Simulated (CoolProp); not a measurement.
Vapour-liquid equilibrium of n-heptane (1) + m-xylene (2) at 86.95 °C; x and y are mole fractions of (1).

Values from CoolProp's multi-fluid Helmholtz-energy mixture model, Span 2003 and Zhou 2012; pair parameters Bell 2016.

### Question
Give the bubble pressure and the first vapour's composition at x = 0.2, 0.35, 0.95. Is there an azeotrope?

### Answer
x = 0.2: 0.3300 bar, y = 0.512; x = 0.35: 0.4113 bar, y = 0.671; x = 0.95: 0.6915 bar, y = 0.981. No azeotrope shows between x = 0.05 and 0.95.

The pair parameters rest on a limited set of measurements; away from them the model extrapolates.
